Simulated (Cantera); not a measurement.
An adiabatic, constant-pressure homogeneous reactor starts with C3H8 : O2 : N2 : CO2 = 1 : 6.85 : 25.8 : 1.7 (molar parts), equivalence ratio 0.73, at 1750 K and 1.00 bar. Integrator tolerance rtol = 1e-08.

Model: GRI-Mech 3.0 (53 species, 325 reactions), integrated in Cantera. GRI-Mech 3.0 was tuned for natural gas; its chemistry of propane as a main component is partial and can be far from experiment.

```json
[
 {"quantity": "time of steepest temperature rise", "before": "16.0 µs", "after": "64.8 µs"},
 {"quantity": "temperature at 3.00 s", "before": "2674 K", "after": "2581 K"},
 {"quantity": "equilibrium temperature", "before": "2674 K", "after": "2581 K"},
 {"quantity": "x(C3H8) at 3.00 s", "before": "<1e-12 (gas-phase equilibrium <1e-12)", "after": "<1e-12 (gas-phase equilibrium <1e-12)"},
 {"quantity": "x(O2) at 3.00 s", "before": "0.0547 (gas-phase equilibrium 0.0547)", "after": "0.0527 (gas-phase equilibrium 0.0527)"},
 {"quantity": "x(CO2) at 3.00 s", "before": "0.0912 (gas-phase equilibrium 0.0912)", "after": "0.102 (gas-phase equilibrium 0.102)"},
 {"quantity": "x(CO) at 3.00 s", "before": "0.0342 (gas-phase equilibrium 0.0342)", "after": "0.0249 (gas-phase equilibrium 0.0249)"},
 {"quantity": "x(HO2) at 3.00 s", "before": "7.61e-6 (gas-phase equilibrium 7.61e-6)", "after": "6.11e-6 (gas-phase equilibrium 6.11e-6)"},
 {"quantity": "x(O) at 3.00 s", "before": "0.00761 (gas-phase equilibrium 0.00761)", "after": "0.00493 (gas-phase equilibrium 0.00493)"}
]
```

### Question
What was changed between the two runs?
A) initial temperature 1750 to 1573 K
B) initial temperature 1750 to 1525 K
C) initial temperature 1750 to 1198 K
D) pressure from 1.00 bar to 10.0 bar

### Answer
B, initial temperature 1750 to 1525 K
